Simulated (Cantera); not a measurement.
An adiabatic, constant-pressure homogeneous reactor starts with CH4 : O2 : N2 = 1 : 5 : 18.8 (molar parts), at 1775 K and 1730 Torr.

Computed with Cantera and GRI-Mech 3.0 (53 species, 325 reactions).

Problem. Predict: time of steepest temperature rise; temperature at 1.00 s; equilibrium temperature; x(O2) at 1.00 s; x(N2O) at 1.00 s; x(NO) at 1.00 s; x(CO) at 1.00 s; x(H) at 1.00 s.

Solution. 
```json
{
 "time_of_steepest_temperature_rise": "59.5 µs",
 "temperature at 1.00 s": "2494 K",
 "equilibrium_temperature": "2494 K",
 "x(O2) at 1.00 s": "0.110 (gas-phase equilibrium 0.110)",
 "x(N2O) at 1.00 s": "1.32e-6 (gas-phase equilibrium 1.32e-6)",
 "x(NO) at 1.00 s": "0.0161 (gas-phase equilibrium 0.0161)",
 "x(CO) at 1.00 s": "0.00266 (gas-phase equilibrium 0.00266)",
 "x(H) at 1.00 s": "0.000477 (gas-phase equilibrium 0.000477)"
}
```
